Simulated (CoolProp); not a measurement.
Properties of nitrous oxide along the isotherm 348.5 K.

Values from CoolProp's reference Helmholtz-energy equation of state, Lemmon 2006. It is a short technical equation, of lower accuracy than the large ones.

| p (bar) | phase | Z | cv (kJ/(kg K)) | isothermal compressibility (1/MPa) | expansivity (1/kK) |
|---|---|---|---|---|---|
| 4.02 | gas | 0.9868 | 0.7404 | 2.521 | 2.997 |
| 8.05 | gas | 0.9735 | 0.7447 | 1.277 | 3.134 |
| 12.1 | gas | 0.9598 | 0.7492 | 0.8617 | 3.281 |
| 16.1 | gas | 0.9462 | 0.7537 | 0.6574 | 3.436 |
| 20.1 | gas | 0.9324 | 0.7584 | 0.5348 | 3.603 |
| 24.1 | gas | 0.9184 | 0.7633 | 0.4534 | 3.782 |
| 28.2 | gas | 0.9038 | 0.7685 | 0.3943 | 3.981 |
| 32.2 | gas | ___ | 0.7738 | 0.3516 | 4.190 |
| 36.2 | gas | ___ | 0.7792 | ___ | 4.418 |

Task: Some entries are withheld; supply them.

Result: 
- 32.2, Z: 0.8893
- 36.2, Z: 0.8746
- 36.2, isothermal compressibility (1/MPa): 0.3186
